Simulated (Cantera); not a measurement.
A freely propagating, adiabatic, planar premixed flame of H2 : O2 : N2 = 1 : 0.455 : 1.71 (molar parts), unburnt at 325 K and 1.01 bar; mixture-averaged transport, grid criteria slope 0.08 and curve 0.16, no radiation.

Detailed kinetics in Cantera: the H2/O2 subset of GRI-Mech 3.0, which has no nitrogen chemistry. Burning velocities carry a grid error of a few per cent, more on coarse grids.

**Question.** Predict: laminar burning velocity; thermal thickness; peak x(H2O2); peak x(H); peak x(HO2); peak x(O).

**Answer.** 
```json
{
 "laminar_burning_velocity": "292 cm/s",
 "thermal_thickness": "0.349 mm",
 "peak x(H2O2)": "0.000116",
 "peak x(H)": "0.0520",
 "peak x(HO2)": "0.000506",
 "peak x(O)": "0.00924"
}
```
